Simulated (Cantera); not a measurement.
A perfectly stirred reactor is fed with CH3OH : O2 : N2 = 1 : 1 : 4.4 (molar parts), equivalence ratio 1.5, at 2.66 atm; it is adiabatic with a 798 K inlet, and is followed from long to short residence time, starting on the burning branch (τ in s: 0.4, 0.16, 0.067, 0.027, 0.011, 0.0046, 0.0019, 0.00076, 0.00031, 0.00013, 5.1e-05).

Detailed kinetics in Cantera: GRI-Mech 3.0 (53 species, 325 reactions). GRI-Mech 3.0 was tuned for natural gas; its chemistry of methanol as a main component is partial and can be far from experiment.

Task: What does this change do: N2 4.4 to 3.1 parts?

Result: 
```json
[
 {"quantity": "blow-out, bracketed by the residence times tried", "before": "burning at 51.0 µs, the shortest tried", "after": "burning at 51.0 µs, the shortest tried"},
 {"quantity": "x(CH3OH) at τ = 0.400 s", "before": "2.25e-7", "after": "7.34e-8"},
 {"quantity": "x(O2) at τ = 0.400 s", "before": "1.81e-5", "after": "0.000111"},
 {"quantity": "x(CH2O) at τ = 0.400 s", "before": "2.52e-7", "after": "9.07e-8"},
 {"quantity": "x(CH4) at τ = 0.400 s", "before": "1.86e-6", "after": "2.10e-7"},
 {"quantity": "x(O) at τ = 0.400 s", "before": "6.96e-6", "after": "6.66e-5"},
 {"quantity": "x(CH3OH) at τ = 4.60 ms", "before": "5.78e-6", "after": "4.01e-6"},
 {"quantity": "x(O2) at τ = 4.60 ms", "before": "0.000326", "after": "0.000446"},
 {"quantity": "x(CH2O) at τ = 4.60 ms", "before": "5.65e-6", "after": "4.28e-6"},
 {"quantity": "x(CH4) at τ = 4.60 ms", "before": "4.88e-6", "after": "3.98e-6"},
 {"quantity": "x(O) at τ = 4.60 ms", "before": "0.000104", "after": "0.000198"}
]
```

Task: What does this change do: CH3OH 1 to 0.63 parts?

Result: 
```csv
quantity,before,after
"blow-out, bracketed by the residence times tried","burning at 51.0 µs, the shortest tried","burning at 51.0 µs, the shortest tried"
x(CH3OH) at τ = 0.400 s,2.25e-7,6.57e-8
x(O2) at τ = 0.400 s,1.81e-5,0.0115
x(CH2O) at τ = 0.400 s,2.52e-7,7.32e-8
x(CH4) at τ = 0.400 s,1.86e-6,7.46e-9
x(O) at τ = 0.400 s,6.96e-6,0.000477
x(CH3OH) at τ = 4.60 ms,5.78e-6,4.26e-6
x(O2) at τ = 4.60 ms,0.000326,0.0150
x(CH2O) at τ = 4.60 ms,5.65e-6,4.66e-6
x(CH4) at τ = 4.60 ms,4.88e-6,2.32e-7
x(O) at τ = 4.60 ms,0.000104,0.000840
```
